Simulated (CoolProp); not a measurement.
A simple Rankine cycle with ethylbenzene: condensing at 322.15 K, boiler at 0.447 MPa, turbine inlet 489.9 K, turbine efficiency 0.65, pump efficiency 0.6, no recuperator. Each further row changes one setting.

Model: reference Helmholtz-energy equation of state, Zhou 2012, in CoolProp.

```tsv
case	thermal efficiency (%)	net work (kJ/kg)	heat in (kJ/kg)	turbine exit temperature (K)	volume ratio over the turbine
as stated	15.5	99.4	641	426.4	97.2
turbine inlet 509.9 K	15.3	___	682	___	___
condensing temperature 314.15 K	___	107	655	___	142
boiler pressure 0.313 MPa	14.5	93.7	646	432.7	66.5
turbine efficiency 0.55	13.1	84.0	641	435.4	99.3
```

Question: Some entries are withheld; supply them.

Answer: 
- turbine inlet 509.9 K, net work (kJ/kg): 104
- turbine inlet 509.9 K, turbine exit temperature (K): 447.0
- turbine inlet 509.9 K, volume ratio over the turbine: 96.2
- condensing temperature 314.15 K, thermal efficiency (%): 16.3
- condensing temperature 314.15 K, turbine exit temperature (K): 421.8
